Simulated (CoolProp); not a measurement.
Properties of isohexane along the isobar 0.101 MPa (Tc = 497.7 K, pc = 3.043 MPa, ω = 0.280).

Computed with CoolProp (reference Helmholtz-energy equation of state, Lemmon 2006). It is a short technical equation, of lower accuracy than the large ones.

```json
[
 {"T (K)": "160.6", "phase": "liquid", "density (kg/m³)": "769.2", "Joule-Thomson coefficient (K/MPa)": "-0.6003", "isothermal compressibility (1/MPa)": "0.0005875", "expansivity (1/kK)": "1.167", "fugacity coefficient": "1.833e-6"},
 {"T (K)": "172.7", "phase": "liquid", "density (kg/m³)": "758.4", "Joule-Thomson coefficient (K/MPa)": "-0.5928", "isothermal compressibility (1/MPa)": "0.0006441", "expansivity (1/kK)": "1.164", "fugacity coefficient": "1.298e-5"},
 {"T (K)": "184.7", "phase": "liquid", "density (kg/m³)": "747.9", "Joule-Thomson coefficient (K/MPa)": "-0.5823", "isothermal compressibility (1/MPa)": "0.0007057", "expansivity (1/kK)": "1.167", "fugacity coefficient": "6.783e-5"},
 {"T (K)": "196.7", "phase": "liquid", "density (kg/m³)": "737.5", "Joule-Thomson coefficient (K/MPa)": "-0.5694", "isothermal compressibility (1/MPa)": "0.0007738", "expansivity (1/kK)": "1.174", "fugacity coefficient": "0.0002815"},
 {"T (K)": "208.7", "phase": "liquid", "density (kg/m³)": "727.1", "Joule-Thomson coefficient (K/MPa)": "-0.5543", "isothermal compressibility (1/MPa)": "0.0008492", "expansivity (1/kK)": "1.185", "fugacity coefficient": "0.0009681"},
 {"T (K)": "220.7", "phase": "liquid", "density (kg/m³)": "716.8", "Joule-Thomson coefficient (K/MPa)": "-0.5375", "isothermal compressibility (1/MPa)": "0.0009332", "expansivity (1/kK)": "1.201", "fugacity coefficient": "0.002850"},
 {"T (K)": "232.7", "phase": "liquid", "density (kg/m³)": "706.4", "Joule-Thomson coefficient (K/MPa)": "-0.5193", "isothermal compressibility (1/MPa)": "0.001027", "expansivity (1/kK)": "1.221", "fugacity coefficient": "0.007368"},
 {"T (K)": "244.8", "phase": "liquid", "density (kg/m³)": "696.0", "Joule-Thomson coefficient (K/MPa)": "-0.4997", "isothermal compressibility (1/MPa)": "0.001134", "expansivity (1/kK)": "1.245", "fugacity coefficient": "0.01719"},
 {"T (K)": "256.8", "phase": "liquid", "density (kg/m³)": "685.5", "Joule-Thomson coefficient (K/MPa)": "-0.4791", "isothermal compressibility (1/MPa)": "0.001255", "expansivity (1/kK)": "1.274", "fugacity coefficient": "0.03626"},
 {"T (K)": "268.8", "phase": "liquid", "density (kg/m³)": "675.0", "Joule-Thomson coefficient (K/MPa)": "-0.4573", "isothermal compressibility (1/MPa)": "0.001392", "expansivity (1/kK)": "1.308", "fugacity coefficient": "0.07065"},
 {"T (K)": "280.8", "phase": "liquid", "density (kg/m³)": "664.3", "Joule-Thomson coefficient (K/MPa)": "-0.4343", "isothermal compressibility (1/MPa)": "0.001550", "expansivity (1/kK)": "1.348", "fugacity coefficient": "0.1285"},
 {"T (K)": "292.8", "phase": "liquid", "density (kg/m³)": "653.5", "Joule-Thomson coefficient (K/MPa)": "-0.4098", "isothermal compressibility (1/MPa)": "0.001732", "expansivity (1/kK)": "1.394", "fugacity coefficient": "0.2202"},
 {"T (K)": "304.8", "phase": "liquid", "density (kg/m³)": "642.5", "Joule-Thomson coefficient (K/MPa)": "-0.3837", "isothermal compressibility (1/MPa)": "0.001946", "expansivity (1/kK)": "1.447", "fugacity coefficient": "0.3581"},
 {"T (K)": "316.9", "phase": "liquid", "density (kg/m³)": "631.1", "Joule-Thomson coefficient (K/MPa)": "-0.3551", "isothermal compressibility (1/MPa)": "0.002201", "expansivity (1/kK)": "1.510", "fugacity coefficient": "0.5583"},
 {"T (K)": "328.9", "phase": "liquid", "density (kg/m³)": "619.5", "Joule-Thomson coefficient (K/MPa)": "-0.3241", "isothermal compressibility (1/MPa)": "0.002504", "expansivity (1/kK)": "1.583", "fugacity coefficient": "0.8325"},
 {"T (K)": "340.9", "phase": "gas", "density (kg/m³)": "3.213", "Joule-Thomson coefficient (K/MPa)": "28.58", "isothermal compressibility (1/MPa)": "10.38", "expansivity (1/kK)": "3.446", "fugacity coefficient": "0.9575"}
]
```
